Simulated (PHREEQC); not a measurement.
A column of 0.5 m (30 cells, dispersivity 0.04 m, 60 s a shift, diffusion coefficient 3e-10 m²/s) holds 0.0038 eq of the database's cation exchanger X per kg of pore water, first in equilibrium with 1 mmol/kgw BaCl2 and 0.01 mmol/kgw HCl. It is flushed with 2.5 mmol/kgw ZnCl2 and 0.01 mmol/kgw HCl, at 40 °C. Values are for the last cell. The system is closed to CO2. Nothing may precipitate in this run.

Base run: PHREEQC, ion-association model, phreeqc.dat. Each further column changes one thing. The table gives Zn in solution (mol/kgw).

| pore volumes | base | exchange capacity from 0.0038 to 0.0019 eq/kgw | dispersivity from 0.04 to 0.08 m |
|---|---|---|---|
| 0 | 0 | 0 | 0 |
| 0.55 | 1.43e-6 | 1.69e-5 | 2.82e-5 |
| 1.083 | 0.000417 | 0.000857 | 0.000642 |
| 1.483 | 0.00111 | 0.00165 | 0.00123 |
| 2.017 | 0.00179 | 0.00220 | 0.00178 |
| 2.55 | 0.00215 | 0.00240 | 0.00209 |
| 2.95 | 0.00230 | 0.00245 | 0.00223 |
| 3.483 | 0.00240 | 0.00248 | 0.00234 |
| 4.017 | 0.00245 | 0.00249 | 0.00241 |

Away from 25 °C the constants follow the database's enthalpies or fits; those with neither stay at their 25 °C values.
